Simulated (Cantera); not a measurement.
Input: 1 mol SiH₄, 0.0052 mol C₂H₄, 1.9 mol H₂, equilibrated at 120 Pa.

Equilibrium computed with Cantera from the NASA thermochemical tables; the gas is ideal and each condensed phase is pure. Candidate condensed phases: C, C₆H₆, C₇H₈, C₈H₁₈, Si, SiC; 87 gas species. Mutual solubility and eutectic melting of coexisting phases are not modelled. Gases not in the tables: Si₂H₆ and higher silanes. Equilibrium is a limit: real reactors are often held back by kinetics, nucleation or transport.

x: gas mole fraction; n: condensed amount in mol.

| T (K) | x H₂ | x H | x Si | x Si₂C | x SiH | n Si(s) | n SiC(s) | n Si(l) |
|---|---|---|---|---|---|---|---|---|
| 1173 | 1.000 | 3.40e-6 | 4.13e-10 | <1e-12 | ___ | 0.990 | 0.0104 | 0 |
| 1273 | 1.000 | 2.06e-5 | 1.50e-8 | 2.73e-12 | ___ | 0.990 | 0.0104 | 0 |
| 1373 | 1.000 | 9.61e-5 | 3.23e-7 | 1.64e-10 | ___ | 0.990 | 0.0104 | 0 |
| 1473 | 1.000 | 0.000365 | 4.56e-6 | 5.60e-9 | ___ | 0.990 | 0.0104 | 0 |
| 1573 | 0.999 | 0.00117 | 4.58e-5 | 1.20e-7 | ___ | 0.989 | 0.0104 | 0 |
| 1673 | 0.996 | 0.00328 | 0.000348 | 1.78e-6 | ___ | 0.988 | 0.0104 | 0 |
| 1773 | 0.990 | 0.00817 | 0.00178 | 1.63e-5 | ___ | 0 | 0.0103 | 0.982 |
| 1873 | 0.974 | 0.0184 | 0.00735 | 0.000113 | ___ | 0 | 0.00995 | 0.958 |
| 1973 | 0.934 | 0.0377 | 0.0263 | 0.000642 | ___ | 0 | 0.00774 | 0.873 |

Problem. What belongs in the gaps?

Solution. 
- 1173, x SiH: 2.56e-10
- 1273, x SiH: 5.03e-9
- 1373, x SiH: 6.36e-8
- 1473, x SiH: 5.68e-7
- 1573, x SiH: 3.82e-6
- 1673, x SiH: 2.03e-5
- 1773, x SiH: 7.55e-5
- 1873, x SiH: 0.000234
- 1973, x SiH: 0.000637
